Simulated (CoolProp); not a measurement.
Aqueous potassium acetate as a coolant, 12 % by mass, freezing at -5.7 °C, 1 atm.

Model: Melinder's fits for secondary coolants, in CoolProp.

```tsv
T (°C)	viscosity (mPa s)	Prandtl number	cp (kJ/(kg K))	conductivity (W/(m K))
-0.4	2.41	17.1	3.734	0.527
2.5	2.19	15.4	3.736	0.531
5.4	2.00	13.9	3.739	0.536
8.2	1.84	12.7	…	0.540
11.1	1.69	11.6	3.746	0.545
14	1.56	10.7	3.749	0.549
16.9	…	9.84	3.752	0.553
19.7	1.35	9.12	3.755	…
22.6	1.27	…	3.758	0.562
25.5	1.19	7.88	…	0.566
28.4	1.11	7.36	3.765	0.570
31.2	1.05	6.90	3.767	0.574
34.1	0.993	6.47	3.770	0.578
```

Problem. Fill in the missing entries.

Solution. 
- 8.2, cp (kJ/(kg K)): 3.742
- 16.9, viscosity (mPa s): 1.45
- 19.7, conductivity (W/(m K)): 0.557
- 22.6, Prandtl number: 8.47
- 25.5, cp (kJ/(kg K)): 3.762
